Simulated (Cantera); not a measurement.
Feed: 1 mol Si3N4, 2.6 mol CO2, 220 mol N2, at 1.00 bar.

These are equilibrium values from Cantera (NASA tables, ideal gas, pure condensed phases), not measurements of a reactor. Candidate condensed phases: C, Si, SiC, SiO2, Si2N2O, Si3N4; 34 gas species. Mutual solubility and eutectic melting of coexisting phases are not modelled. The tables hold silica as quartz up to 1696 K and as liquid above; real silica turns to tridymite and cristobalite and melts near 1996 K. Rates play no part.

Which condensed phases are stable at each of these points (T (K)): 1625, 1675, 1725, 1775, 1825, 1875, 1925, 1975, 2025, 2075, 2125?


```json
[
 {"T (K)": "1625", "condensed phases": "SiO2(β-quartz) + Si2N2O(s)", "Si condensed (%)": "99.6"},
 {"T (K)": "1675", "condensed phases": "SiO2(β-quartz) + Si2N2O(s)", "Si condensed (%)": "98.9"},
 {"T (K)": "1725", "condensed phases": "SiO2(condensed) + Si2N2O(s)", "Si condensed (%)": "96.9"},
 {"T (K)": "1775", "condensed phases": "SiO2(condensed) + Si2N2O(s)", "Si condensed (%)": "91.9"},
 {"T (K)": "1825", "condensed phases": "SiO2(condensed) + Si2N2O(s)", "Si condensed (%)": "79.7"},
 {"T (K)": "1875", "condensed phases": "SiO2(condensed) + Si2N2O(s)", "Si condensed (%)": "51.5"},
 {"T (K)": "1925", "condensed phases": "Si2N2O(s)", "Si condensed (%)": "26.7"},
 {"T (K)": "1975", "condensed phases": "Si2N2O(s)", "Si condensed (%)": "26.6"},
 {"T (K)": "2025", "condensed phases": "Si2N2O(s)", "Si condensed (%)": "26.4"},
 {"T (K)": "2075", "condensed phases": "Si2N2O(s) + Si3N4(s)", "Si condensed (%)": "20.2"},
 {"T (K)": "2125", "condensed phases": "SiC(s)", "Si condensed (%)": "5.7"}
]
```

From 1625 K to 1675 K the condensed part is SiO2(β-quartz) + Si2N2O(s). From 1725 K to 1875 K the condensed part is SiO2(condensed) + Si2N2O(s). From 1925 K to 2025 K the condensed part is Si2N2O(s). At 2075 K the condensed part is Si2N2O(s) + Si3N4(s). At 2125 K the condensed part is SiC(s).
